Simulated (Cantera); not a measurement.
What does this Cantera script print?

```python
import numpy as np
import cantera as ct

gas_names = """
    CL CLO CL2 Fe FeCL FeCL2 FeCL3 FeO Fe(OH)2 Fe2CL4 Fe2CL6 H HCL HOCL HO2 H2 H2O H2O2 O OH O2 O3
""".split()
cond_names = """
    Fe(a) Fe(c) Fe(d) Fe(L) FeCL2(s) FeCL2(L) FeCL3(s) FeCL3(L) FeO(s) FeO(L) Fe(OH)2(s) Fe(OH)3(s)
    Fe2O3(s) Fe3O4(s) H2O(s) H2O(L)
""".split()


def load(file, names, dense=False):
    # The tables refer to 1 bar. Condensed volumes are neglected.
    table = {s.name: s for s in ct.Species.list_from_file(file)}
    out = []
    for n in names:
        d = dict(table[n].input_data)
        d["thermo"] = dict(d["thermo"], **{"reference-pressure": 1e5})
        if dense:
            d["equation-of-state"] = {"model": "constant-volume", "density": "1e6 g/cm^3"}
        out.append(ct.Species.from_dict(d))
    return out


gas = ct.Solution(thermo="ideal-gas", species=load("nasa_gas.yaml", gas_names))
cond = {s.name: ct.Solution(thermo="fixed-stoichiometry", species=[s], name=s.name)
        for s in load("nasa_condensed.yaml", cond_names, dense=True)}
atoms = {
    'Fe2O3': {'Fe': 2, 'O': 3},
    'Cl2': {'CL': 2},
    'H2': {'H': 2},
}
top_T = {'Fe2O3(s)': 1830, 'Fe3O4(s)': 1870}  # K; cautious upper limits of use, not melting points


def equilibrate(T, P, feed):
    n = {}
    for name, mol in feed.items():
        for a, k in atoms[name].items():
            n[a] = n.get(a, 0.0) + k * mol
    gas.TPX = T, P, n
    mass = sum(n.values()) * gas.mean_molecular_weight
    gas.equilibrate("TP")
    valid = [c for c in cond.values() if c.min_temp <= T <= top_T.get(c.name, c.max_temp)]
    mix = ct.Mixture([(gas, mass / gas.mean_molecular_weight)] + [(c, 0.0) for c in valid])
    mix.T, mix.P = T, P
    mix.equilibrate("TP", solver="vcs", rtol=1e-11, max_steps=5000)
    return mix


results = []
T = 1675  # K
P = 3900  # Pa
for m in [0.24, 0.57, 0.9, 1.2, 1.6, 1.9, 2.2, 2.6, 2.9, 3.2, 3.6, 3.9, 4.2]:
    feed = {'Fe2O3': 1, 'Cl2': 0.073, 'H2': m}  # mol
    mix = equilibrate(T, P, feed)
    results.append((T, P, feed, dict(zip(mix.species_names, mix.species_moles))))

top = {s: max(r[3][s] / sum(r[3][g] for g in gas_names) for r in results) for s in gas_names}
cols = sorted((s for s in top if top[s] > 0.0001), key=lambda s: -top[s])[:5]
seen = [c for c in cond_names if any(r[3].get(c, 0) > 1e-12 for r in results)]
print("log10 of partial pressures in bar; condensed amounts in mol")
print(f"{'n(H2)':>10s}" + "".join(f"{s[:9]:>10s}" for s in cols + seen))
for T, P, feed, n in results:
    ng = sum(n[g] for g in gas_names)
    print(f"{feed['H2']:10.4g}" + "".join(f"{np.log10(max(n[s] / ng * P / 1e5, 1e-99)):10.3f}" for s in cols)
          + "".join(f"{n.get(c, 0):10.4g}" for c in seen))
```

Output:

```
log10 of partial pressures in bar; condensed amounts in mol
     n(H2)       H2O        H2       HCL        O2     FeCL2     Fe(d)    FeO(L)  Fe3O4(s)
      0.24    -1.757    -5.523    -1.926    -2.092    -3.058         0         0    0.6637
      0.57    -1.515    -3.389    -2.141    -5.876    -3.098         0    0.4587    0.5094
       0.9    -1.481    -3.354    -2.293    -5.876    -3.436         0      1.44    0.1836
       1.2    -1.511    -2.410    -2.399    -7.825    -3.620         0     1.992         0
       1.6    -1.629    -1.911    -2.518    -9.060    -3.738         0     1.992         0
       1.9    -1.701    -1.787    -2.590    -9.452    -3.810         0     1.992         0
       2.2    -1.762    -1.714    -2.651    -9.721    -3.871         0     1.992         0
       2.6    -1.833    -1.652    -2.721    -9.984    -3.941         0     1.992         0
       2.9    -1.879    -1.621    -2.768   -10.140    -3.988         0     1.992         0
       3.2    -1.921    -1.596    -2.809   -10.272    -4.029         0     1.992         0
       3.6    -1.920    -1.594    -2.855   -10.275    -4.121    0.1262     1.866         0
       3.9    -1.918    -1.593    -2.886   -10.275    -4.184    0.2227      1.77         0
       4.2    -1.917    -1.592    -2.915   -10.275    -4.243    0.3192     1.674         0
```

These are equilibrium values from Cantera (NASA tables, ideal gas, pure condensed phases), not measurements of a reactor. Mutual solubility and eutectic melting of coexisting phases are not modelled. The tables' stoichiometric FeO is somewhat more stable than real wüstite, so its field is too wide. FeO: taken at fixed stoichiometry.
